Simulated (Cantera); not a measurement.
## Premixed flame

A freely propagating, adiabatic, planar premixed flame of 3.24 % CH₄, 0.357 % C₂H₆, 2.40 % C₃H₈, 19.7 % O₂, 74.3 % N₂, equivalence ratio 1.0, unburnt at 675 K and 3750 Torr; mixture-averaged transport, grid criteria slope 0.08 and curve 0.16, no radiation.

Model: GRI-Mech 3.0 (53 species, 325 reactions), integrated in Cantera. GRI-Mech 3.0 was tuned for natural gas; its chemistry of propane as a main component is partial and can be far from experiment. Burning velocities carry a grid error of a few per cent, more on coarse grids.

```
z (mm)   T (K)  u (m/s)     x CH₄    x C₂H₆    x C₃H₈      x OH   x H₂O₂       x O
-------  -----  -------  --------  --------  --------  --------  -------  --------
-0.219     675     1.25    0.0324   0.00356    0.0240     <1e-8  3.66e-8     <1e-8
-0.146     677     1.25    0.0323   0.00356    0.0239     <1e-8  3.90e-7     <1e-8
-0.110     684     1.27    0.0320   0.00355    0.0239     <1e-8  1.71e-6     <1e-8
-0.0730    732     1.37    0.0308   0.00350    0.0235   2.98e-7  1.07e-5     <1e-8
-0.0365   1062     2.02    0.0239   0.00313    0.0174   2.19e-5  5.16e-5   2.59e-6
-0.0183   1461     2.84    0.0154   0.00193   0.00615  0.000284  3.59e-5   6.90e-5
0         1867     3.69   0.00485  0.000170  0.000154   0.00235  3.53e-6  0.000751
0.0183    2062     4.07  0.000486   8.35e-7   8.96e-8   0.00655  1.01e-6   0.00248
0.0365    2137     4.20   2.42e-5     <1e-8     <1e-8   0.00890  7.16e-7   0.00344
0.0730    2222     4.34   7.97e-8     <1e-8     <1e-8   0.00958  5.58e-7   0.00319
0.146     2316     4.49     <1e-8     <1e-8     <1e-8   0.00882  4.19e-7   0.00221
0.292     2399     4.63     <1e-8     <1e-8     <1e-8   0.00744  3.18e-7   0.00133
0.584     2455     4.72     <1e-8     <1e-8     <1e-8   0.00621  2.59e-7  0.000836
```
x: mole fraction of selected species; z is measured from the peak of heat release.

The laminar burning velocity comes out as 125 cm/s and the thermal thickness is 0.0730 mm. The peak x(OH) is 0.00960, the peak x(H₂O₂) is 5.58e-5 and the peak x(O) is 0.00351. The grid points is 143.
